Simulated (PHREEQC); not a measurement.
1 kg of water holding 0.068 mol/kgw KCl and 0.044 mol/kgw NaOH meets 20 L of dry gas (CO2 0.27, CH4 0.73 by moles) at fixed total pressure, at 10 °C; fugacities by Peng-Robinson. The gases take part in no redox reaction, some water evaporates into the gas, and hydrates or a liquid gas phase aren't modelled. Precipitation was switched off in this run.

Computed with PHREEQC (ion-association model, phreeqc.dat).

```tsv
P (atm)	dissolved CO2 (all carbonate carbon) (mol/kgw)	φ of CO2	p of CO2 (atm)	dissolved CH4 (mol/kgw)
1	0.0553	0.994	0.218	0.00175
2	0.0687	0.988	0.478	0.00342
3	0.0819	0.982	0.738	0.00507
5	0.108	0.970	1.26	0.00834
7.5	0.139	0.955	1.91	0.0123
10	0.169	0.940	2.56	0.0163
15	0.226	0.911	3.87	0.0239
20	0.278	0.883	5.18	0.0312
30	0.372	0.827	7.82	0.0449
```

Species that the database lacks are ignored. Constants without temperature data keep their 25 °C values here.
